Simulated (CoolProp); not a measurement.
Vapour-liquid equilibrium of R143a (1) + n-butane (2) at -35.25 °C; x and y are mole fractions of (1).

The numbers come from the multi-fluid Helmholtz-energy mixture model, Lemmon and Jacobsen 2000 and Bücker 2006; pair parameters Bell 2016 in CoolProp.

| x | bubble pressure (MPa) | y at the bubble point | dew pressure at overall composition x (MPa) | liquid density (mol/L) |
|---|---|---|---|---|
| 0.05 | 0.06036 | 0.650 | 0.02275 | 11.04 |
| 0.2 | 0.1189 | 0.835 | 0.02696 | 11.30 |
| 0.35 | 0.1379 | 0.865 | 0.03308 | 11.59 |
| 0.5 | 0.1454 | 0.877 | 0.04276 | 11.91 |
| 0.65 | 0.1517 | 0.891 | 0.06030 | 12.29 |
| 0.8 | 0.1599 | 0.916 | 0.1010 | 12.74 |
| 0.95 | 0.1699 | 0.970 | 0.1670 | 13.28 |

No azeotrope shows between x = 0.05 and 0.95.

Pair parameters are fitted to limited data, so mixtures are less certain than the pure fluids. With so large a gap from Raoult's law the liquid may split in two, which this calculation doesn't test in full.
